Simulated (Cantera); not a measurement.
# Adiabatic ignition

An adiabatic, constant-pressure homogeneous reactor starts with 38.0 % H₂, 9.51 % O₂, 52.5 % N₂, at 1750 K and 5.00 bar.

Cantera simulation using the H2/O2 subset of GRI-Mech 3.0, which has no nitrogen chemistry; the numbers are that mechanism's predictions, not measurements. The hydrogen kinetics of GRI-Mech 3.0 are dated; newer H2 mechanisms differ, most at raised pressure.

```tsv
t (s)	T (K)	x H₂	x O₂	x O	x OH	x HO₂	x H₂O₂	x H₂O
4.00e-6	2430	0.176	0.00179	0.00423	0.0146	3.47e-6	3.45e-7	0.177
1.04e-5	2726	0.192	0.000617	0.00149	0.0108	1.27e-6	1.76e-7	0.191
2.73e-5	2863	0.199	0.000237	0.000588	0.00745	4.85e-7	1.04e-7	0.198
7.11e-5	2887	0.200	0.000185	0.000465	0.00672	3.70e-7	8.82e-8	0.199
0.000186	2888	0.200	0.000184	0.000464	0.00672	3.69e-7	8.80e-8	0.199
0.000485	2888	0.200	0.000184	0.000464	0.00672	3.69e-7	8.80e-8	0.199
0.00126	2888	0.200	0.000184	0.000464	0.00672	3.69e-7	8.80e-8	0.199
0.00330	2888	0.200	0.000184	0.000464	0.00672	3.69e-7	8.80e-8	0.199
0.00862	2888	0.200	0.000184	0.000464	0.00672	3.69e-7	8.80e-8	0.199
0.0225	2888	0.200	0.000184	0.000464	0.00672	3.69e-7	8.80e-8	0.199
0.0587	2888	0.200	0.000184	0.000464	0.00672	3.69e-7	8.80e-8	0.199
0.153	2888	0.200	0.000184	0.000464	0.00672	3.69e-7	8.80e-8	0.199
0.400	2888	0.200	0.000184	0.000464	0.00672	3.69e-7	8.80e-8	0.199
```
x: mole fraction; the columns are a selection and need not sum to one.

| Item | Value |
|---|---|
| time of steepest temperature rise | 1.73 µs |
| temperature at 0.400 s | 2888 K |
| equilibrium temperature | 2888 K |
| x(H₂) at 0.400 s | 0.200 (gas-phase equilibrium 0.200) |
| x(O₂) at 0.400 s | 0.000184 (gas-phase equilibrium 0.000184) |
| x(O) at 0.400 s | 0.000464 (gas-phase equilibrium 0.000464) |
